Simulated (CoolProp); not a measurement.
Properties of propylene along the isotherm 575 K (Tc = 364.2 K, pc = 45.55 bar, ω = 0.146).

Model: reference Helmholtz-energy equation of state, Lemmon 2013, in CoolProp.

```
p (bar)          phase  cv (kJ/(kg K))  Joule-Thomson coefficient (K/MPa)  isothermal compressibility (1/MPa)  expansivity (1/kK)  viscosity (µPa s)
-------  -------------  --------------  ---------------------------------  ----------------------------------  ------------------  -----------------
50.6     supercritical             [?]                              2.787                              0.2111               2.351               18.1
101      supercritical           2.338                              2.460                                 [?]               2.953               21.5
152      supercritical           2.353                              1.920                             0.06717               3.278                [?]
202      supercritical           2.362                                [?]                             0.04379               3.194               29.7
253      supercritical             [?]                             0.8948                             0.02954               2.908               33.9
304      supercritical             [?]                             0.5789                             0.02106               2.596               38.0
354      supercritical           2.379                                [?]                             0.01586               2.325               41.8
405      supercritical           2.383                                [?]                             0.01239               2.094               45.4
455      supercritical           2.387                            0.09249                             0.01005               1.907               48.8
```

### Question
Fill in the missing entries.

### Answer

- 50.6, cv (kJ/(kg K)): 2.318
- 101, isothermal compressibility (1/MPa): 0.1079
- 152, viscosity (µPa s): 25.4
- 202, Joule-Thomson coefficient (K/MPa): 1.348
- 253, cv (kJ/(kg K)): 2.369
- 304, cv (kJ/(kg K)): 2.374
- 354, Joule-Thomson coefficient (K/MPa): 0.3629
- 405, Joule-Thomson coefficient (K/MPa): 0.2056

Viscosity comes from a separate model (Huber 2003), an estimate that may be off by 10 % or more.
